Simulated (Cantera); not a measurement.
Mixture: CH4 : C2H6 : O2 : N2 = 1 : 0.058 : 1.69 : 8.3 (molar parts), equivalence ratio 1.3, at 1.00 bar, adiabatic and at constant pressure. Ignition delay is the time to a rise of 400 K.

Cantera simulation using GRI-Mech 3.0 (53 species, 325 reactions); the numbers are that mechanism's predictions, not measurements.

Problem. What does this change do: 0.014 parts H2 added?

Solution. 
```
quantity                                                before       after
--------------------------------------------------  ----------  ----------
delay at 1100 K                                        55.2 ms     46.4 ms
delay at 1200 K                                        16.2 ms     14.3 ms
delay at 1300 K                                        4.98 ms     4.56 ms
delay at 1400 K                                        1.58 ms     1.49 ms
delay at 1500 K                                       0.544 ms    0.523 ms
delay at 1600 K                                       0.215 ms    0.210 ms
apparent activation energy between 1400 and 1600 K  190 kJ/mol  180 kJ/mol
```

Problem. What does this change do: pressure from 1.00 bar to 4.30 bar?

Solution. 
| quantity | before | after |
|---|---|---|
| delay at 1100 K | 55.2 ms | 13.9 ms |
| delay at 1200 K | 16.2 ms | 4.56 ms |
| delay at 1300 K | 4.98 ms | 1.60 ms |
| delay at 1400 K | 1.58 ms | 0.575 ms |
| delay at 1500 K | 0.544 ms | 0.214 ms |
| delay at 1600 K | 0.215 ms | 85.3 µs |
| apparent activation energy between 1400 and 1600 K | 190 kJ/mol | 180 kJ/mol |
